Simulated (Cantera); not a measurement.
Feed: 1 mol Si, 0.91 mol F₂, equilibrated at 702 °C and 3.60 Pa.

Equilibrium computed with Cantera from the NASA thermochemical tables; the gas is ideal and each condensed phase is pure. Candidate condensed phases: Si; 9 gas species. The tables' values for SiF₃, SiF₂ are old estimates; treat these amounts as uncertain. Equilibrium is a limit: real reactors are often held back by kinetics, nucleation or transport.

Base state: SiF₄ 0.994, SiF₃ 0.00552, SiF₂ 7.18e-5 (mole fractions); condensed: Si(s).

Question: What changes in the equilibrium state with this change: 0.25 mol H₂ added?

Answer: 
```csv
species,before,after
SiF₄,0.994,0.640
H₂,0,0.353
SiF₃,0.00552,0.00397
SiHF₃,0,0.00326
HF,0,9.82e-5
SiF₂,7.18e-5,5.76e-5
"Si(s), mol",0.544,0.544
```

Question: What changes in the equilibrium state with this change: F₂ from 0.91 to 4.1 mol?

Answer: 
```json
[
 {"species": "F", "before": "<1e-9", "after": "0.803"},
 {"species": "SiF₄", "before": "0.994", "after": "0.193"},
 {"species": "F₂", "before": "<1e-9", "after": "0.00401"},
 {"species": "SiF₃", "before": "0.00552", "after": "<1e-9"},
 {"species": "SiF₂", "before": "7.18e-5", "after": "<1e-9"},
 {"species": "Si(s), mol", "before": "0.544", "after": "0"}
]
```
